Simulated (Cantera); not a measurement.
What does this Cantera script print?

```python
import numpy as np
import cantera as ct

gas = ct.Solution("h2o2.yaml")
gas.TPX = 648, 14000, {'H2': 1, 'O2': 0.417, 'N2': 1.54, 'H2O': 0.072}
flame = ct.FreeFlame(gas, width=0.16)
flame.set_refine_criteria(ratio=3, slope=0.08, curve=0.16)
flame.transport_model = "mixture-averaged"
flame.solve(loglevel=0, auto=True)
z, T = flame.grid, flame.T
thick = (T[-1] - T[0]) / np.gradient(T, z).max()
show = ['H2', 'O2', 'H', 'O', 'H2O', 'H2O2']
print(f"laminar burning velocity  {flame.velocity[0] * 100:.3f} cm/s")
print(f"burnt temperature         {T[-1]:.1f} K")
print(f"thermal thickness         {thick * 1e3:.4f} mm")
print(f"grid points               {len(z)}")
z0 = z[flame.heat_release_rate.argmax()]
print(f"{'z/mm':>9s}{'T/K':>9s}{'u/(m/s)':>9s}" + "".join(f"{s:>11s}" for s in show))
rows = []
for k in (-3, -2, -1.5, -1, -0.5, -0.25, 0, 0.25, 0.5, 1, 2, 4, 8):
    zz = z0 + k * thick
    rows.append([k * thick, np.interp(zz, z, T), np.interp(zz, z, flame.velocity),
                 *(np.interp(zz, z, flame.X[gas.species_index(s)]) for s in show)])
    print(f"{rows[-1][0] * 1e3:9.3f}{rows[-1][1]:9.1f}{rows[-1][2]:9.3f}" + "".join(f"{x:11.3e}" for x in rows[-1][3:]))
```

Result:

```
laminar burning velocity  761.516 cm/s
burnt temperature         2445.8 K
thermal thickness         6.2843 mm
grid points               141
     z/mm      T/K  u/(m/s)         H2         O2          H          O        H2O       H2O2
  -18.853    648.0    7.615  3.301e-01  1.377e-01  6.947e-15  1.713e-16  2.377e-02  2.232e-14
  -12.569    648.0    7.615  3.301e-01  1.377e-01  4.592e-12  1.017e-13  2.377e-02  2.314e-14
   -9.426    648.0    7.615  3.301e-01  1.377e-01  4.208e-10  7.853e-12  2.377e-02  4.766e-14
   -6.284    648.0    7.615  3.301e-01  1.377e-01  1.872e-07  2.870e-09  2.377e-02  3.314e-11
   -3.142    652.6    7.665  3.292e-01  1.376e-01  2.976e-04  6.662e-06  2.409e-02  2.553e-07
   -1.571    753.3    8.773  3.096e-01  1.341e-01  8.759e-03  2.839e-04  3.392e-02  4.613e-07
    0.000   1130.0   12.800  1.655e-01  8.372e-02  7.628e-02  7.580e-03  1.375e-01  6.737e-07
    1.571   1396.6   15.608  7.061e-02  2.791e-02  1.072e-01  1.310e-02  2.385e-01  7.716e-07
    3.142   1509.1   16.740  6.832e-02  2.258e-02  9.815e-02  1.317e-02  2.487e-01  6.147e-07
    6.284   1644.5   18.064  7.211e-02  1.996e-02  8.346e-02  1.242e-02  2.552e-01  3.836e-07
   12.569   1797.2   19.513  7.495e-02  1.703e-02  6.763e-02  1.091e-02  2.638e-01  2.047e-07
   25.137   1957.9   20.989  7.602e-02  1.381e-02  5.217e-02  8.801e-03  2.747e-01  1.074e-07
   50.274   2116.5   22.399  7.518e-02  1.050e-02  3.821e-02  6.439e-03  2.874e-01  6.195e-08
```

Computed with Cantera and the H2/O2 subset of GRI-Mech 3.0, which has no nitrogen chemistry. Burning velocities carry a grid error of a few per cent, more on coarse grids.
